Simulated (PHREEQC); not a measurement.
A solution holds 0.0061 mol K2HPO4, 0.29 mol NH4HSO4, 0.14 mol (NH4)2SO4 and 0.0024 mol Na2HPO4 per kg of water, at 50 °C. Closed to the air; pH follows from the charge balance.

Model: ion-association model, wateq4f.dat, run in PHREEQC.

```json
{
  "pH": "1.35",
  "ionic_strength": "0.630 mol/kgw",
  "activity_of_water": "0.984",
  "total_alkalinity": "-282 meq/kg"
}
```

```tsv
species	molality	activity	log γ
NH4+	0.456	0.334	-0.136
HSO4-	0.215	0.137	-0.194
NH4SO4-	0.114	0.0748	-0.183
SO4-2	0.0993	0.0174	-0.757
H+	0.0598	0.0448	-0.126
K+	0.0104	0.00642	-0.211
H3PO4	0.00709	0.00819	0.063
Na+	0.00434	0.00301	-0.159
```

Precipitation was switched off in this run. H3PO4, which wateq4f.dat lacks, is added to it with the constant of phreeqc.dat. Away from 25 °C the constants follow the database's enthalpies or fits; those with neither stay at their 25 °C values.
